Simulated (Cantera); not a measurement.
An adiabatic, constant-pressure homogeneous reactor starts with CH4 : O2 : N2 = 1 : 0.87 : 3.27 (molar parts), equivalence ratio 2.3, at 1350 K and 0.632 atm.

Detailed kinetics in Cantera: GRI-Mech 3.0 (53 species, 325 reactions).

**Question.** Predict: time of steepest temperature rise; temperature at 0.200 s; equilibrium temperature; x(O2) at 0.200 s; x(O) at 0.200 s.

**Answer.** 
* **time of steepest temperature rise**: 13.9 ms
* **temperature at 0.200 s**: 2235 K
* **equilibrium temperature**: 2235 K
* **x(O2) at 0.200 s**: 7.61e-7 (gas-phase equilibrium 7.62e-7)
* **x(O) at 0.200 s**: 3.68e-6 (gas-phase equilibrium 3.68e-6)
